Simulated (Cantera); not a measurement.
Cantera with NASA thermochemical tables; ideal gases at 1 bar, condensed phases pure. Values are per mole of reaction as written; species without (g) are pure solids or liquids, kept so even where they would boil at 1 bar.

Pb(g) + Cl₂(g) ⇌ PbCl₂(g)

| T (K) | ΔH° (kJ) | ΔS° (J/K) | ΔG° (kJ) | log10 K |
|---|---|---|---|---|
| 575 | [?] | [?] | [?] | [?] |
| 650 | [?] | [?] | [?] | [?] |
| 725 | -369.2 | -81.0 | -310.4 | 22.36 |
| 800 | -369.2 | -81.1 | -304.3 | 19.87 |
| 875 | -369.2 | -81.1 | -298.3 | 17.80 |
| 950 | -369.2 | -81.1 | -292.2 | 16.06 |
| 1025 | -369.2 | -81.1 | -286.1 | 14.58 |
| 1100 | [?] | [?] | [?] | [?] |

Task: Fill in the missing entries.

Result: 
- 575, ΔH° (kJ): -369.2
- 575, ΔS° (J/K): -81.1
- 575, ΔG° (kJ): -322.6
- 575, log10 K: 29.30
- 650, ΔH° (kJ): -369.2
- 650, ΔS° (J/K): -81.0
- 650, ΔG° (kJ): -316.5
- 650, log10 K: 25.43
- 1100, ΔH° (kJ): -369.3
- 1100, ΔS° (J/K): -81.1
- 1100, ΔG° (kJ): -280.0
- 1100, log10 K: 13.30
